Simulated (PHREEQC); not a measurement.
# Brackish or sea water: an equilibrium model

Model water analysis in mg/kgw, 20 °C, pH 7.15, pe 12.5:

| constituent | mg/kgw |
|---|---|
| Na | 1630 |
| K | 203 |
| Ca | 271 |
| Mg | 150 |
| Cl | 2060 |
| S(6) as SO4 | 2110 |
| Alkalinity as HCO3 | 0.0251 |
| Zn | 1.75 |
| N(5) as NO3 | 8.7 |
| O(0) (dissolved oxygen) | 8.32 |

Valence states are taken as typed.

Computed with PHREEQC (ion-association model, phreeqc.dat).

Each row changes one thing in this solution. No solid was allowed to form.

```tsv
case	ionic strength (mol/kgw)	SO4-2 (mol/kgw)	Ca+2 (mol/kgw)	Mg+2 (mol/kgw)	Zn+2 (mol/kgw)	HCO3- (mol/kgw)	SI of Gypsum (CaSO4:2H2O)	SI of Halite (NaCl)
as made	0.118	0.0162	0.00497	0.00425	1.70e-5	1.01e-7	-0.39	-4.19
pH from 7.15 to 6.65 at the same alkalinity	0.118	0.0162	0.00497	0.00425	1.71e-5	6.56e-7	-0.39	-4.19
temperature from 20 to 15 °C at the same typed pH	0.119	0.0164	0.00500	0.00440	1.72e-5	1.82e-7	-0.38	-4.19
N(5) from 8.7 to 4.35 mg/kgw	0.118	0.0162	0.00497	0.00425	1.70e-5	1.01e-7	-0.39	-4.19
```

Species that the database lacks are ignored.
